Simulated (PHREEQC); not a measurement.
Consider water at 25 °C with 0.001 mol/kgw NH3 and 0.0069 mol/kgw CO2. Closed to the air; pH follows from the charge balance.

All values are PHREEQC results (ion-association model, wateq4f.dat), not measurements.

| quantity | before | after |
|---|---|---|
| pH | 5.57 | 5.68 |
| ionic strength (mol/kgw) | 0.00100 | 1.21e-5 |

Name the change that produced these shifts.
A) temperature from 25 to 45 °C
B) temperature from 25 to 85 °C
C) NH3 replaced by NH4Br at the same molality
D) diluted 100-fold with water
E) 0.00011 mol/kgw HF added

D, diluted 100-fold with water

No solid was allowed to form.
